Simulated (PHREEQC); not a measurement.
Dissolve 0.0058 mol H2SeO3, 0.0004 mol H3PO4 and 0.011 mol CaCl2 per kg of water at 4.3 °C. Closed to the air; pH follows from the charge balance.

Model: ion-association model, wateq4f.dat, run in PHREEQC.

Precipitation was switched off in this run.

### Question
Order these P species by the share of P that they hold, largest first: CaH2PO4+, H2PO4-, H3PO4.

### Answer
H2PO4- (75 %), H3PO4 (18 %), CaH2PO4+ (7.2 %)

The pH is 2.59 and the ionic strength 0.0359 mol/kgw. H3PO4, which wateq4f.dat lacks, is added to it with the constant of phreeqc.dat. Constants without temperature data keep their 25 °C values here.
